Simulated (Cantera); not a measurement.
**Metals in furnace atmospheres: Cu + H₂O + CO**

Charge: 1 mol Cu, 0.67 mol H₂O, 1.4 mol CO, equilibrated at 948.15 K and 1.00 bar.

Method: chemical equilibrium by Gibbs-energy minimisation in Cantera with the NASA 1993 tables (ideal gas, pure condensed phases). Candidate condensed phases: C, C₆H₆, C₇H₈, C₈H₁₈, Cu, CuO, Cu(OH)₂, Cu₂O, H₂O; 113 gas species. Rates play no part.

```yaml
x(CO): 0.398
x(CO₂): 0.276
x(H₂): 0.230
x(H₂O): 0.0881
x(CH₄): 0.00903
n(C(graphite)): 0.0383 mol
n(Cu(s)): 1.00 mol
gas_amount: 1.996 mol
log10 activity of Cu(OH)₂(s) (absent): -11.39
```
